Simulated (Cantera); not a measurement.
Charge: 1 mol Si3N4, 0.0014 mol H2O, 280 mol N2, at 1777 °C and 1330 Pa.

Equilibrium computed with Cantera from the NASA thermochemical tables; the gas is ideal and each condensed phase is pure. Candidate condensed phases: H2O, Si, SiO2, Si2N2O, Si3N4; 35 gas species. The tables' values for SiN are old estimates; treat these amounts as uncertain. Equilibrium is a limit: real reactors are often held back by kinetics, nucleation or transport.

Base state: N2 0.994, Si 0.00580, Si2N 0.000194, SiN 0.000155, Si2 6.76e-5, Si3 1.41e-5 (mole fractions); condensed: Si(l).

Question: What changes in the equilibrium state with this change: temperature from 1777 °C to 1875 °C?

Answer: 
```
species       before     after
----------  --------  --------
N2             0.994     0.990
Si           0.00580   0.00982
SiN         0.000155  0.000212
Si3          1.41e-5   1.00e-5
Si2N        0.000194  0.000145
Si2          6.76e-5   8.44e-5
Si(l), mol      1.15         0
```
